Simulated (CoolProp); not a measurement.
A Linde-Hampson liquefier for ethylene: isothermal reversible compression at 320 K from 1 atm to 30 MPa, throttling to 1 atm, return gas leaving the recuperator 10 K below the feed. Each further row changes one setting.

The numbers come from the reference Helmholtz-energy equation of state, Smukala 2000 in CoolProp.

```json
[
 {"case": "as stated", "liquid yield per pass": "[?]", "compression work (kJ/kg of gas)": "444"},
 {"case": "high pressure 60 MPa", "liquid yield per pass": "[?]", "compression work (kJ/kg of gas)": "[?]"},
 {"case": "warm-end temperature 350 K", "liquid yield per pass": "0.342", "compression work (kJ/kg of gas)": "512"},
 {"case": "warm-end gap 15 K", "liquid yield per pass": "[?]", "compression work (kJ/kg of gas)": "444"}
]
```

Q: Fill in the missing entries.

A: 
- as stated, liquid yield per pass: 0.416
- high pressure 60 MPa, liquid yield per pass: 0.396
- high pressure 60 MPa, compression work (kJ/kg of gas): 513
- warm-end gap 15 K, liquid yield per pass: 0.409
